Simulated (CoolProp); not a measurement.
Vapour-liquid equilibrium of propane (1) + isobutane (2) at 1030 kPa; x and y are mole fractions of (1).

Model: multi-fluid Helmholtz-energy mixture model, Lemmon 2009 and Bücker 2006; pair parameters Kunz 2012, in CoolProp.

```
x     bubble temperature, mixture model (°C)  bubble temperature, Raoult's law (°C)  y, mixture model  y, Raoult's law
----  --------------------------------------  -------------------------------------  ----------------  ---------------
0.05                                    64.9                                   64.5             0.091            0.113
0.2                                     57.6                                   56.3             0.326            0.381
0.35                                    51.0                                   49.4             0.516            0.574
0.5                                     45.0                                   43.4             0.670            0.718
0.65                                    39.4                                   38.2             0.795            0.828
0.8                                     34.3                                   33.5             0.896            0.913
0.95                                    29.6                                   29.4             0.977            0.981
```

The largest gap from Raoult's law is +1.6 K in bubble temperature, at x = 0.35. No azeotrope shows between x = 0.05 and 0.95.

The pair parameters rest on a limited set of measurements; away from them the model extrapolates.
